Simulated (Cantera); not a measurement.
A closed system holds: 1 mol CH3SiCl3, 0.32 mol C3H8, 3.4 mol H2, 0.0055 mol C2H2, held at 13.3 mbar.

Method: chemical equilibrium by Gibbs-energy minimisation in Cantera with the NASA 1993 tables (ideal gas, pure condensed phases). Candidate condensed phases: C, C6H6, C7H8, C8H18, Si, SiC; 109 gas species. The feed counts by its element totals alone. The tables' values for SiCl, SiCl3 are old estimates; treat these amounts as uncertain. Gases not in the tables: Si2H6 and higher silanes. The numbers say what is thermodynamically allowed, not how fast it happens. All values below are at 1877 °C.

Base state: H2 0.616, HCl 0.311, SiCl2 0.0293, H 0.0287, Cl 0.0106, Si 0.00155, C2H2 (acetylene) 0.00119, SiCl 0.00107 (mole fractions); condensed: C(graphite) + SiC(s).

### Question
What changes in the equilibrium state with this change: CH3SiCl3 replaced by SiH4?

### Answer
```
species             before    after
----------------  --------  -------
H2                   0.616    0.959
H                   0.0287   0.0358
Si                 0.00155  0.00425
HCl                  0.311        0
SiCl2               0.0293        0
Cl                  0.0106        0
SiCl               0.00107        0
SiCl3             0.000189        0
Si2                2.06e-6  1.55e-5
C(graphite), mol      1.20        0
SiC(s), mol          0.745    0.966
```

### Question
What changes in the equilibrium state with this change: pressure from 13.3 mbar to 32.0 mbar?

### Answer
```
species             before     after
----------------  --------  --------
H2                   0.616     0.625
HCl                  0.311     0.317
SiCl2               0.0293    0.0299
H                   0.0287    0.0186
Cl                  0.0106   0.00691
Si                 0.00155  0.000644
Si2C               7.61e-5   3.17e-5
SiC2              0.000122   5.09e-5
C(graphite), mol      1.20      1.20
SiC(s), mol          0.745     0.753
```
